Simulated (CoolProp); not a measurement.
A simple Rankine cycle with cis-2-butene: condensing at 309.15 K, boiler at 1.89 MPa, turbine inlet 390 K, turbine efficiency 0.65, pump efficiency 0.7, no recuperator. Each further row changes one setting.

Model: reference Helmholtz-energy equation of state, Lemmon 2005, in CoolProp. It is a short technical equation, of lower accuracy than the large ones.

```json
[
 {"case": "as stated", "thermal efficiency (%)": "10.3", "net work (kJ/kg)": "47.9", "heat in (kJ/kg)": "465", "turbine exit temperature (K)": "331.1", "volume ratio over the turbine": "7.07"},
 {"case": "turbine inlet 410 K", "thermal efficiency (%)": "10.5", "net work (kJ/kg)": "53.7", "heat in (kJ/kg)": "512", "turbine exit temperature (K)": "355.7", "volume ratio over the turbine": "6.73"},
 {"case": "condensing temperature 301.15 K", "thermal efficiency (%)": "11.3", "net work (kJ/kg)": "54.6", "heat in (kJ/kg)": "483", "turbine exit temperature (K)": "325.4", "volume ratio over the turbine": "8.98"},
 {"case": "boiler pressure 1.32 MPa", "thermal efficiency (%)": "8.8", "net work (kJ/kg)": "43.2", "heat in (kJ/kg)": "489", "turbine exit temperature (K)": "348.1", "volume ratio over the turbine": "4.54"},
 {"case": "turbine efficiency 0.55", "thermal efficiency (%)": "8.6", "net work (kJ/kg)": "40.0", "heat in (kJ/kg)": "465", "turbine exit temperature (K)": "335.8", "volume ratio over the turbine": "7.20"}
]
```
